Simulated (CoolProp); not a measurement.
Vapour-liquid equilibrium of n-octane (1) + n-dodecane (2) at 5.61 bar; x and y are mole fractions of (1).

Model: multi-fluid Helmholtz-energy mixture model, Beckmüller 2019 and Lemmon 2004; pair parameters Bell 2016, in CoolProp.

```
x      bubble temperature, mixture model (K)  bubble temperature, Raoult's law (K)  y, mixture model  y, Raoult's law
-----  -------------------------------------  ------------------------------------  ----------------  ---------------
0.05                                   569.4                                 565.5             0.130            0.212
0.125                                  558.6                                 551.3             0.305            0.433
0.2                                    548.2                                 539.3             0.452            0.584
0.275                                  538.3                                 529.1             0.574            0.691
0.35                                   529.0                                 520.3             0.672            0.768
0.425                                  520.4                                 512.5             0.750            0.825
0.5                                    512.5                                 505.7             0.812            0.869
0.575                                  505.2                                 499.6             0.861            0.903
0.65                                   498.5                                 494.0             0.900            0.930
0.725                                  492.4                                 489.0             0.931            0.951
0.8                                    486.8                                 484.5             0.955            0.968
0.875                                  481.7                                 480.3             0.975            0.982
0.95                                   477.0                                 476.5             0.991            0.993
```

The largest gap from Raoult's law is +9.2 K in bubble temperature, at x = 0.275. No azeotrope shows between x = 0.05 and 0.95.

Pair parameters are fitted to limited data, so mixtures are less certain than the pure fluids.
